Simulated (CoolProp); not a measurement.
Vapour-liquid equilibrium of R113 (1) + acetone (2) at 1.18 bar; x and y are mole fractions of (1).

Values from CoolProp's multi-fluid Helmholtz-energy mixture model, Marx 1992 and Lemmon 2006; pair parameters Bell 2016.

```json
[
 {"x": "0.05", "bubble temperature, mixture model (°C)": "58.0", "bubble temperature, Raoult's law (°C)": "60.2", "y, mixture model": "0.124", "y, Raoult's law": "0.064"},
 {"x": "0.125", "bubble temperature, mixture model (°C)": "55.0", "bubble temperature, Raoult's law (°C)": "59.5", "y, mixture model": "0.260", "y, Raoult's law": "0.157"},
 {"x": "0.2", "bubble temperature, mixture model (°C)": "52.9", "bubble temperature, Raoult's law (°C)": "58.8", "y, mixture model": "0.356", "y, Raoult's law": "0.246"},
 {"x": "0.275", "bubble temperature, mixture model (°C)": "51.4", "bubble temperature, Raoult's law (°C)": "58.2", "y, mixture model": "0.428", "y, Raoult's law": "0.331"},
 {"x": "0.35", "bubble temperature, mixture model (°C)": "50.3", "bubble temperature, Raoult's law (°C)": "57.5", "y, mixture model": "0.485", "y, Raoult's law": "0.413"},
 {"x": "0.425", "bubble temperature, mixture model (°C)": "49.6", "bubble temperature, Raoult's law (°C)": "56.9", "y, mixture model": "0.533", "y, Raoult's law": "0.492"},
 {"x": "0.5", "bubble temperature, mixture model (°C)": "49.1", "bubble temperature, Raoult's law (°C)": "56.3", "y, mixture model": "0.575", "y, Raoult's law": "0.568"},
 {"x": "0.575", "bubble temperature, mixture model (°C)": "48.8", "bubble temperature, Raoult's law (°C)": "55.7", "y, mixture model": "0.615", "y, Raoult's law": "0.640"},
 {"x": "0.65", "bubble temperature, mixture model (°C)": "48.7", "bubble temperature, Raoult's law (°C)": "55.0", "y, mixture model": "0.656", "y, Raoult's law": "0.710"},
 {"x": "0.725", "bubble temperature, mixture model (°C)": "48.7", "bubble temperature, Raoult's law (°C)": "54.4", "y, mixture model": "0.701", "y, Raoult's law": "0.777"},
 {"x": "0.8", "bubble temperature, mixture model (°C)": "49.1", "bubble temperature, Raoult's law (°C)": "53.8", "y, mixture model": "0.755", "y, Raoult's law": "0.841"},
 {"x": "0.875", "bubble temperature, mixture model (°C)": "49.7", "bubble temperature, Raoult's law (°C)": "53.2", "y, mixture model": "0.823", "y, Raoult's law": "0.903"},
 {"x": "0.95", "bubble temperature, mixture model (°C)": "51.0", "bubble temperature, Raoult's law (°C)": "52.6", "y, mixture model": "0.915", "y, Raoult's law": "0.962"}
]
```

The largest gap from Raoult's law is -7.3 K in bubble temperature, at x = 0.425. y crosses x between x = 0.65 and 0.725: the model has an azeotrope there.

The pair parameters rest on a limited set of measurements; away from them the model extrapolates.
